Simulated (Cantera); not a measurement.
A Cantera script and what it prints.

```python
import numpy as np
import cantera as ct

gas_names = """
    CL CLO CL2 Fe FeCL FeCL2 FeCL3 FeO Fe(OH)2 Fe2CL4 Fe2CL6 H HCL HNO HNO2 HNO3 HOCL HO2 H2 H2O H2O2 N
    NH NH2 NH3 NH2OH NO NO2 NO3 N2 N2H2 N2H4 N2O O OH O2 O3
""".split()
cond_names = """
    Fe(a) Fe(c) Fe(d) Fe(L) FeCL2(s) FeCL2(L) FeCL3(s) FeCL3(L) FeO(s) FeO(L) Fe(OH)2(s) Fe(OH)3(s)
    Fe2O3(s) Fe3O4(s) H2O(s) H2O(L) NH4CL(a) NH4CL(b)
""".split()


def load(file, names, dense=False):
    # The tables refer to 1 bar. Condensed volumes are neglected.
    table = {s.name: s for s in ct.Species.list_from_file(file)}
    out = []
    for n in names:
        d = dict(table[n].input_data)
        d["thermo"] = dict(d["thermo"], **{"reference-pressure": 1e5})
        if dense:
            d["equation-of-state"] = {"model": "constant-volume", "density": "1e6 g/cm^3"}
        out.append(ct.Species.from_dict(d))
    return out


gas = ct.Solution(thermo="ideal-gas", species=load("nasa_gas.yaml", gas_names))
cond = {s.name: ct.Solution(thermo="fixed-stoichiometry", species=[s], name=s.name)
        for s in load("nasa_condensed.yaml", cond_names, dense=True)}
atoms = {
    'Fe2O3': {'Fe': 2, 'O': 3},
    'HCl': {'H': 1, 'CL': 1},
    'N2': {'N': 2},
    'Cl2': {'CL': 2},
}
top_T = {'Fe2O3(s)': 1830, 'Fe3O4(s)': 1870}  # K; cautious upper limits of use, not melting points


def equilibrate(T, P, feed):
    n = {}
    for name, mol in feed.items():
        for a, k in atoms[name].items():
            n[a] = n.get(a, 0.0) + k * mol
    gas.TPX = T, P, n
    mass = sum(n.values()) * gas.mean_molecular_weight
    gas.equilibrate("TP")
    valid = [c for c in cond.values() if c.min_temp <= T <= top_T.get(c.name, c.max_temp)]
    mix = ct.Mixture([(gas, mass / gas.mean_molecular_weight)] + [(c, 0.0) for c in valid])
    mix.T, mix.P = T, P
    mix.equilibrate("TP", solver="vcs", rtol=1e-11, max_steps=5000)
    return mix


results = []
feed = {'Fe2O3': 1, 'HCl': 0.045, 'N2': 4.7, 'Cl2': 0.02}  # mol
T = 898  # K
P = 101325  # Pa
mix = equilibrate(T, P, feed)
results.append((T, P, feed, dict(zip(mix.species_names, mix.species_moles))))
x = sorted(zip(gas.X, gas.species_names), reverse=True)
print(f"T = {T:g} K  P = {P:g} Pa  gas = {mix.phase_moles(0):.4g} mol")
print("   x: " + "  ".join(f"{s} {v:.3e}" for v, s in x if v > 1e-05))
print("   condensed (mol): " + ("  ".join(f"{mix.phase(i).name} {mix.phase_moles(i):.4g}"
      for i in range(1, mix.n_phases) if mix.phase_moles(i) > 1e-12) or "none"))
```

It prints:

```
T = 898 K  P = 101325 Pa  gas = 4.765 mol
   x: N2 9.864e-01  HCL 9.188e-03  CL2 4.065e-03  FeCL3 1.701e-04  H2O 1.282e-04  O2 6.552e-05
   condensed (mol): Fe2O3(s) 0.9996
```

Cantera equilibrium calculation (NASA polynomials, part measured and part estimated; ideal gas, pure solids and liquids). Condensed phases not in the tables: FeOCl.
